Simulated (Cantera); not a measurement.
An adiabatic, constant-pressure homogeneous reactor starts with CH4 : H2 : O2 : N2 = 1 : 0.14 : 1.88 : 7.08 (molar parts), equivalence ratio 1.1, at 1225 K and 0.770 bar. Integrator tolerance rtol = 1e-08.

Detailed kinetics in Cantera: GRI-Mech 3.0 (53 species, 325 reactions).

| quantity | before | after |
|---|---|---|
| time of steepest temperature rise | 12.2 ms | 24.8 ms |
| temperature at 0.800 s | 2637 K | 2204 K |
| equilibrium temperature | 2637 K | 2204 K |
| x(CH4) at 0.800 s | <1e-12 (gas-phase equilibrium <1e-12) | 3.78e-12 (gas-phase equilibrium 4.29e-12) |
| x(H2) at 0.800 s | 0.0226 (gas-phase equilibrium 0.0226) | 0.0907 (gas-phase equilibrium 0.0907) |
| x(O2) at 0.800 s | 0.00939 (gas-phase equilibrium 0.00939) | 3.01e-6 (gas-phase equilibrium 3.01e-6) |
| x(C2H2) at 0.800 s | <1e-12 (gas-phase equilibrium <1e-12) | <1e-12 (gas-phase equilibrium <1e-12) |
| x(H) at 0.800 s | 0.00769 (gas-phase equilibrium 0.00769) | 0.00199 (gas-phase equilibrium 0.00199) |
| x(NO) at 0.800 s | 0.00566 (gas-phase equilibrium 0.00566) | 4.55e-5 (gas-phase equilibrium 4.54e-5) |
| x(HCO) at 0.800 s | 3.07e-8 (gas-phase equilibrium 3.07e-8) | 2.81e-8 (gas-phase equilibrium 2.81e-8) |

Problem. Name the change that produced these shifts.
(A) initial temperature 1225 to 1625 K
(B) O2 1.88 to 0.7 parts
(C) O2 1.88 to 1.2 parts
(D) initial temperature 1225 to 1198 K

Solution. C, O2 1.88 to 1.2 parts
